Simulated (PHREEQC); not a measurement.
PHREEQC input (Pitzer model, pitzer.dat):

```
SOLUTION 1
  temp 15
  units mol/kgw
  pH 7 charge
  C(4) 0.417
  K 0.747
END
USE solution 1
INCREMENTAL_REACTIONS false
REACTION 1
  H2O -1
  0 9.886 18.011 24.689 30.178 34.689 38.397 41.444
  43.949 46.007 47.699 49.089 50.232 51.172 51.944 moles
EQUILIBRIUM_PHASES 1
  Kalicinite 0 0
SELECTED_OUTPUT 1
  -reset false
  -pH true
  -pe true
  -ionic_strength true
  -water true
  -activities H2O
  -totals C K
  -molalities H+ K+ CO3-2 OH- HCO3- CO2
  -equilibrium_phases Kalicinite
PRINT
  -reset false
END
```

Selected output (columns that matter, 11 of 15 rows; water left (kg) added in front):

```
water left (kg)	pH	mu	C	K	m_H+	m_K+	m_CO3-2	m_OH-	m_HCO3-	la_H2O
1	10.446	1.0768	0.417	0.747	9.0129e-11	0.747	0.32984	0.00016197	0.087153	-0.0072921
0.821895	10.427	1.3102	0.50736	0.90888	1.0122e-10	0.90888	0.40137	0.00015031	0.10599	-0.008825
0.555205	10.398	1.9397	0.75107	1.3454	1.2712e-10	1.3454	0.59426	0.00012662	0.15681	-0.012985
0.456315	10.39	2.3601	0.91384	1.637	1.4141e-10	1.637	0.72308	0.00011477	0.19075	-0.015817
0.308242	10.393	3.4939	1.3528	2.4234	1.6903e-10	2.4234	1.0705	9.171e-05	0.28231	-0.023811
0.253347	10.41	4.251	1.646	2.9485	1.7963e-10	2.9485	1.3025	8.0745e-05	0.34346	-0.029516
0.208217	10.441	5.1724	2.0027	3.5876	1.8556e-10	3.5876	1.5848	7.0314e-05	0.41788	-0.036914
0.140658	10.563	7.6569	2.9646	5.3108	1.7524e-10	5.3108	2.3461	5.1453e-05	0.61855	-0.059527
0.115615	10.665	9.3153	3.6068	6.4611	1.5651e-10	6.4611	2.8543	4.3178e-05	0.75252	-0.076802
0.0780881	10.986	13.792	5.3401	9.5661	9.733e-11	9.5661	4.226	2.9238e-05	1.1141	-0.1316
0.0641797	11.225	16.781	6.4974	11.639	6.4846e-11	11.639	5.1418	2.3691e-05	1.3556	-0.1741
```

Species that the database lacks are ignored.
